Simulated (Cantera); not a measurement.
What does this Cantera script print?

```python
import numpy as np
import cantera as ct

gas_names = """
    B BCL BCL2 BCL3 BH BH2 BH3 BO BOCL BO2 B2 B2O B2O2 B2O3 B3O3CL3 B3O3H3 CL CLO CL2 H HBO HBO2 HCL
    HOCL HO2 H2 H2O H2O2 H3B3O6 O OH O2 O3
""".split()
cond_names = """
    B(b) B(L) B2O3(L) B3O3H3(cr) H2O(s) H2O(L)
""".split()


# ... load() reads the species with a 1 bar reference pressure and builds the phases ...
atoms = {
    'BCl3': {'B': 1, 'CL': 3},
    'O2': {'O': 2},
    'H2O': {'H': 2, 'O': 1},
}
top_T = {}  # K; cautious upper limits of use, not melting points


# ... equilibrate(T, P, feed) seeds the gas with the atoms and calls Mixture.equilibrate('TP', solver="vcs", rtol=1e-11, max_steps=5000) ...
results = []
feed = {'BCl3': 1, 'O2': 0.68, 'H2O': 0.44}  # mol
for P in [10, 37, 140, 520, 1900, 7200, 27000, 100000]:
    for T in [1200, 1275, 1350, 1425, 1500, 1575, 1650, 1725, 1800, 1875]:
        mix = equilibrate(T, P, feed)
        results.append((T, P, feed, dict(zip(mix.species_names, mix.species_moles))))

for T, P, feed, n in results:
    print(f"{T:7g} {P:10.4g}  " + (" + ".join(c for c in cond_names if n.get(c, 0) > 1e-12) or "gas only"))
```

Result:

```
   1200         10  B2O3(L)
   1275         10  B2O3(L)
   1350         10  B2O3(L)
   1425         10  B2O3(L)
   1500         10  gas only
   1575         10  gas only
   1650         10  gas only
   1725         10  gas only
   1800         10  gas only
   1875         10  gas only
   1200         37  B2O3(L)
   1275         37  B2O3(L)
   1350         37  B2O3(L)
   1425         37  B2O3(L)
   1500         37  B2O3(L)
   1575         37  gas only
   1650         37  gas only
   1725         37  gas only
   1800         37  gas only
   1875         37  gas only
   1200        140  B2O3(L)
   1275        140  B2O3(L)
   1350        140  B2O3(L)
   1425        140  B2O3(L)
   1500        140  B2O3(L)
   1575        140  B2O3(L)
   1650        140  gas only
   1725        140  gas only
   1800        140  gas only
   1875        140  gas only
   1200        520  B2O3(L)
   1275        520  B2O3(L)
   1350        520  B2O3(L)
   1425        520  B2O3(L)
   1500        520  B2O3(L)
   1575        520  B2O3(L)
   1650        520  B2O3(L)
   1725        520  gas only
   1800        520  gas only
   1875        520  gas only
   1200       1900  B2O3(L)
   1275       1900  B2O3(L)
   1350       1900  B2O3(L)
   1425       1900  B2O3(L)
   1500       1900  B2O3(L)
   1575       1900  B2O3(L)
   1650       1900  B2O3(L)
   1725       1900  B2O3(L)
   1800       1900  gas only
   1875       1900  gas only
   1200       7200  B2O3(L)
   1275       7200  B2O3(L)
   1350       7200  B2O3(L)
   1425       7200  B2O3(L)
   1500       7200  B2O3(L)
   1575       7200  B2O3(L)
   1650       7200  B2O3(L)
   1725       7200  B2O3(L)
   1800       7200  B2O3(L)
   1875       7200  gas only
   1200    2.7e+04  B2O3(L)
   1275    2.7e+04  B2O3(L)
   1350    2.7e+04  B2O3(L)
   1425    2.7e+04  B2O3(L)
   1500    2.7e+04  B2O3(L)
   1575    2.7e+04  B2O3(L)
   1650    2.7e+04  B2O3(L)
   1725    2.7e+04  B2O3(L)
   1800    2.7e+04  B2O3(L)
   1875    2.7e+04  B2O3(L)
   1200      1e+05  B2O3(L)
   1275      1e+05  B2O3(L)
   1350      1e+05  B2O3(L)
   1425      1e+05  B2O3(L)
   1500      1e+05  B2O3(L)
   1575      1e+05  B2O3(L)
   1650      1e+05  B2O3(L)
   1725      1e+05  B2O3(L)
   1800      1e+05  B2O3(L)
   1875      1e+05  B2O3(L)
```

Cantera equilibrium calculation (NASA polynomials, part measured and part estimated; ideal gas, pure solids and liquids). The tables' values for BCl2 are old estimates. Gases not in the tables: H3BO3.
